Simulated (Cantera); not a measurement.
A Cantera script and what it prints.

```python
import numpy as np
import cantera as ct

gas_names = """
    F FO FO2 F2 F2O H HF HOF HO2 H2 H2F2 H2O H2O2 H3F3 H4F4 H5F5 H6F6 H7F7 O OH O2 O3 Si SiF SiF2 SiF3
    SiF4 SiH SiHF3 SiH2 SiH2F2 SiH3 SiH3F SiH4 SiO SiO2 Si2 Si3
""".split()
cond_names = """
    H2O(s) H2O(L) Si(cr) Si(L) SiO2(Lqz) SiO2(hqz) SiO2(L)
""".split()


# ... load() reads the species with a 1 bar reference pressure and builds the phases ...
atoms = {
    'SiF4': {'Si': 1, 'F': 4},
    'O3': {'O': 3},
    'H2': {'H': 2},
}
top_T = {}  # K; cautious upper limits of use, not melting points


# ... equilibrate(T, P, feed) seeds the gas with the atoms and calls Mixture.equilibrate('TP', solver="vcs", rtol=1e-11, max_steps=5000) ...
results = []
feed = {'SiF4': 1, 'O3': 0.35, 'H2': 26}  # mol
P = 1000  # Pa
for T in [1300, 1350, 1400, 1450, 1500, 1550, 1600, 1650, 1700, 1750, 1800, 1850]:
    mix = equilibrate(T, P, feed)
    results.append((T, P, feed, dict(zip(mix.species_names, mix.species_moles))))

top = {s: max(r[3][s] / sum(r[3][g] for g in gas_names) for r in results) for s in gas_names}
cols = sorted((s for s in top if top[s] > 0.0001), key=lambda s: -top[s])[:9]
seen = [c for c in cond_names if any(r[3].get(c, 0) > 1e-12 for r in results)]
print("log10 of partial pressures in bar; condensed amounts in mol")
print(f"{'T/K':>10s}" + "".join(f"{s[:9]:>10s}" for s in cols + seen))
for T, P, feed, n in results:
    ng = sum(n[g] for g in gas_names)
    print(f"{T:10.4g}" + "".join(f"{np.log10(max(n[s] / ng * P / 1e5, 1e-99)):10.3f}" for s in cols)
          + "".join(f"{n.get(c, 0):10.4g}" for c in seen))
```

It prints:

```
log10 of partial pressures in bar; condensed amounts in mol
       T/K        H2        HF       SiO      SiF4         H       H2O      SiF3      SiF2     SiHF3 SiO2(hqz)   SiO2(L)
      1300    -2.042    -3.138    -8.988    -3.741    -6.977    -4.731    -6.455    -9.238    -6.676    0.4994         0
      1350    -2.042    -3.135    -8.106    -3.746    -6.644    -4.802    -6.090    -8.552    -6.483    0.5033         0
      1400    -2.042    -3.132    -7.288    -3.752    -6.334    -4.869    -5.753    -7.918    -6.306    0.5063         0
      1450    -2.043    -3.128    -6.531    -3.759    -6.046    -4.928    -5.443    -7.332    -6.145    0.5084         0
      1500    -2.043    -3.123    -5.831    -3.772    -5.776    -4.978    -5.161    -6.794    -6.001    0.5085         0
      1550    -2.044    -3.114    -5.194    -3.796    -5.524    -5.009    -4.914    -6.315    -5.884    0.5027         0
      1600    -2.046    -3.092    -4.637    -3.843    -5.288    -5.000    -4.722    -5.918    -5.814    0.4793         0
      1650    -2.052    -3.050    -4.186    -3.936    -5.068    -4.924    -4.614    -5.642    -5.822    0.4178         0
      1700    -2.061    -2.989    -3.851    -4.106    -4.862    -4.769    -4.619    -5.511    -5.937         0    0.3024
      1750    -2.072    -2.927    -3.619    -4.403    -4.670    -4.548    -4.767    -5.538    -6.190         0    0.1412
      1800    -2.082    -2.889    -3.495    -4.836    -4.487    -4.362    -5.038    -5.675    -6.561         0         0
      1850    -2.084    -2.877    -3.483    -5.162    -4.311    -4.481    -5.183    -5.665    -6.795         0         0
```

Equilibrium computed with Cantera from the NASA thermochemical tables; the gas is ideal and each condensed phase is pure. The tables' values for SiF3, SiF2 are old estimates; treat these amounts as uncertain. The tables hold silica as quartz up to 1696 K and as liquid above; real silica turns to tridymite and cristobalite and melts near 1996 K.
